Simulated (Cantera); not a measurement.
What does this Cantera script print?

```python
import numpy as np
import cantera as ct

gas_names = """
    AL ALBr ALBr3 ALH AL2 AL2Br6 Br Br2 H HBr H2
""".split()
cond_names = """
    AL(cr) AL(L) ALBr3(s) ALBr3(L) Br2(cr) Br2(L)
""".split()


# ... load() reads the species with a 1 bar reference pressure and builds the phases ...
atoms = {
    'Al': {'AL': 1},
    'HBr': {'H': 1, 'Br': 1},
    'H2': {'H': 2},
}
top_T = {}  # K; cautious upper limits of use, not melting points


# ... equilibrate(T, P, feed) seeds the gas with the atoms and calls Mixture.equilibrate('TP', solver="vcs", rtol=1e-11, max_steps=5000) ...
results = []
feed = {'Al': 1, 'HBr': 17, 'H2': 5.8}  # mol
T = 1048.15  # K
P = 4000  # Pa
mix = equilibrate(T, P, feed)
results.append((T, P, feed, dict(zip(mix.species_names, mix.species_moles))))
x = sorted(zip(gas.X, gas.species_names), reverse=True)
print(f"T = {T:g} K  P = {P:g} Pa  gas = {mix.phase_moles(0):.4g} mol")
print("   x: " + "  ".join(f"{s} {v:.3e}" for v, s in x if v > 0.0001))
print("   condensed (mol): " + ("  ".join(f"{mix.phase(i).name} {mix.phase_moles(i):.4g}"
      for i in range(1, mix.n_phases) if mix.phase_moles(i) > 1e-12) or "none"))
```

Result:

```
T = 1048.15 K  P = 4000 Pa  gas = 22.3 mol
   x: HBr 6.277e-01  H2 3.274e-01  ALBr3 4.484e-02
   condensed (mol): none
```

These are equilibrium values from Cantera (NASA tables, ideal gas, pure condensed phases), not measurements of a reactor.
